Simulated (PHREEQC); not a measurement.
A made-up water analysis in mmol/kgw, 25 °C, pH 3.03, pe 12.8:

| constituent | mmol/kgw |
|---|---|
| Na | 15.5 |
| K | 5.03 |
| Ca | 11.8 |
| Mg | 1.46 |
| Cl | 3.43 |
| S(6) | 22.5 |
| F | 0.00677 |
| Fe(3) | 0.0122 |
| N(5) | 0.538 |
| Zn | 0.0248 |
| Mn(2) | 1.44 |

Na is adjusted to close the charge balance.
Valence states are taken as typed.

Computed with PHREEQC (ion-association model, wateq4f.dat).

No solid was allowed to form.

**Question.** Order these Fe species by the share of Fe that they hold, largest first: Fe(SO4)2-, FeOH+2, FeSO4+, Fe+3, FeF+2.

**Answer.** FeSO4+ (67 %), FeOH+2 (12 %), Fe(SO4)2- (9.9 %), FeF+2 (5.8 %), Fe+3 (3.3 %)

The pH is 3.03 and the ionic strength 0.0612 mol/kgw. Saturation is exceeded, for instance for Hematite (slow to form), Goethite (slow to form); the values hold only as long as no solid forms. Complexes and solids missing from the database can't appear. Fluoro complexes past AlF4- and FeF3 are missing from the database.
